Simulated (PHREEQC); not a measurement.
Consider water at 20 °C with 0.11 mol/kgw NaHSO4 and 0.00011 mol/kgw NaF. Closed to the air; pH follows from the charge balance.

Model: ion-association model, phreeqc.dat, run in PHREEQC.

**Question.** The ionic strength comes out as 0.197 mol/kgw. What activity coefficients do NaSO4-, HSO4-, F-, H+, SO4-2 get?

**Answer.** NaSO4- 0.75, HSO4- 0.75, F- 0.71, H+ 0.80, SO4-2 0.30.

This is a speciation only: nothing precipitates in the calculation.
